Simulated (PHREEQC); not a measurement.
Alkaline etch or developer: an equilibrium model

Dissolve 0.015 mol/kgw TMAH, 0.00017 mol/kgw K2SiO3 and 0.0021 mol/kgw Na2CO3 at 35 °C. Closed to the air; pH follows from the charge balance.

All values are PHREEQC results (ion-association model, phreeqc.dat), not measurements.

```
Quantity                   Value
----------------  --------------
pH                         11.80
ionic strength    0.0214 mol/kgw
total alkalinity     19.5 meq/kg
```

```tsv
species	molality	activity	log γ
OH-	0.0152	0.0131	-0.065
(CH3)4N+	0.0150	0.0130	-0.064
Na+	0.00406	0.00353	-0.062
CO3-2	0.00193	0.00111	-0.241
K+	0.000340	0.000293	-0.065
H3SiO4-	0.000151	0.000131	-0.064
NaCO3-	0.000137	0.000118	-0.063
HCO3-	3.63e-5	3.16e-5	-0.060
H2SiO4-2	1.79e-5	1.03e-5	-0.241
H4SiO4	1.02e-6	1.02e-6	0.002
NaHCO3	5.90e-8	5.93e-8	0.002
```

This is a speciation only: nothing precipitates in the calculation. Species that the database lacks are ignored. (CH3)4N+ isn't in the database: it is added as a free cation with an ion size of 4 Å.
